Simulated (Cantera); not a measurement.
Input: 1 mol CuO, 1100 mol H2, at 10.0 mbar.

These are equilibrium values from Cantera (NASA tables, ideal gas, pure condensed phases), not measurements of a reactor. Candidate condensed phases: Cu, CuO, Cu(OH)2, Cu2O, H2O; 12 gas species. Equilibrium is a limit: real reactors are often held back by kinetics, nucleation or transport.

### Question
Which condensed phases are stable at each of these points (T (K)): 798, 948, 1098, 1248, 1398, 1548, 1698, 1848, 1998, 2148?

### Answer
```
T (K)  condensed phases  Cu condensed (%)
-----  ----------------  ----------------
798               Cu(s)             100.0
948               Cu(s)             100.0
1098              Cu(s)             100.0
1248              Cu(s)              99.5
1398              Cu(l)              85.7
1548           gas only               0.0
1698           gas only               0.0
1848           gas only               0.0
1998           gas only               0.0
2148           gas only               0.0
```

From 798 K to 1248 K the condensed part is Cu(s). At 1398 K the condensed part is Cu(l). From 1548 K to 2148 K nothing is condensed.
